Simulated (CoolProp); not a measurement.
A Linde-Hampson liquefier for CF4 (R14): isothermal reversible compression at 320 K from 1 atm to 25 MPa, throttling to 1 atm, return gas leaving the recuperator 2 K below the feed. Each further row changes one setting.

Values from CoolProp's reference Helmholtz-energy equation of state, Platzer 1990. This equation is an older, rougher fit; its heat capacities, sound speeds and derivatives of the liquid may be far off and weren't checked against measurements.

```csv
case,liquid yield per pass,compression work (kJ/kg of gas)
as stated,___,154
high pressure 50 MPa,___,___
warm-end temperature 350 K,___,___
warm-end gap 7 K,___,154
```

**Question.** Some entries are withheld; supply them.

**Answer.** 
- as stated, liquid yield per pass: 0.237
- high pressure 50 MPa, liquid yield per pass: 0.245
- high pressure 50 MPa, compression work (kJ/kg of gas): 178
- warm-end temperature 350 K, liquid yield per pass: 0.183
- warm-end temperature 350 K, compression work (kJ/kg of gas): 173
- warm-end gap 7 K, liquid yield per pass: 0.225
